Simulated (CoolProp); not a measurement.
Aqueous ammonia as a coolant, 4 % by mass, freezing at -4.8 °C, 1 atm.

Model: Melinder's fits for secondary coolants, in CoolProp.

| T (°C) | conductivity (W/(m K)) | density (kg/m³) | Prandtl number | cp (kJ/(kg K)) |
|---|---|---|---|---|
| -2.3 | [?] | [?] | [?] | [?] |
| 4.4 | [?] | [?] | 13.0 | [?] |
| 11.1 | 0.553 | 982.9 | 10.4 | 4.195 |
| 17.8 | 0.564 | 981.6 | 8.54 | [?] |
| 24.6 | 0.575 | 979.7 | 7.10 | 4.184 |

Problem. Complete the blanks.

Solution. 
- -2.3, conductivity (W/(m K)): 0.525
- -2.3, density (kg/m³): 984.1
- -2.3, Prandtl number: 17.1
- -2.3, cp (kJ/(kg K)): 4.218
- 4.4, conductivity (W/(m K)): 0.541
- 4.4, density (kg/m³): 983.8
- 4.4, cp (kJ/(kg K)): 4.205
- 17.8, cp (kJ/(kg K)): 4.187
